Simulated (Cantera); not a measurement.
What does this Cantera script print?

```python
import numpy as np
import cantera as ct

gas_names = """
    Cu CuF CuF2 Cu2 F F2 H HF H2 H2F2 H3F3 H4F4 H5F5 H6F6 H7F7
""".split()
cond_names = """
    Cu(cr) Cu(L) CuF2(s) CuF2(L)
""".split()


# ... load() reads the species with a 1 bar reference pressure and builds the phases ...
atoms = {
    'Cu': {'Cu': 1},
    'HF': {'H': 1, 'F': 1},
}
top_T = {}  # K; cautious upper limits of use, not melting points


# ... equilibrate(T, P, feed) seeds the gas with the atoms and calls Mixture.equilibrate('TP', solver="vcs", rtol=1e-11, max_steps=5000) ...
results = []
feed = {'Cu': 1, 'HF': 6.5}  # mol
T = 1400  # K
P = 370  # Pa
mix = equilibrate(T, P, feed)
results.append((T, P, feed, dict(zip(mix.species_names, mix.species_moles))))
x = sorted(zip(gas.X, gas.species_names), reverse=True)
print(f"T = {T:g} K  P = {P:g} Pa  gas = {mix.phase_moles(0):.4g} mol")
print("   x: " + "  ".join(f"{s} {v:.3e}" for v, s in x if v > 0.001))
print("   condensed (mol): " + ("  ".join(f"{mix.phase(i).name} {mix.phase_moles(i):.4g}"
      for i in range(1, mix.n_phases) if mix.phase_moles(i) > 1e-12) or "none"))
```

Result:

```
T = 1400 K  P = 370 Pa  gas = 6.508 mol
   x: HF 9.970e-01  CuF 1.778e-03
   condensed (mol): Cu(L) 0.9861
```

Cantera equilibrium calculation (NASA polynomials, part measured and part estimated; ideal gas, pure solids and liquids).
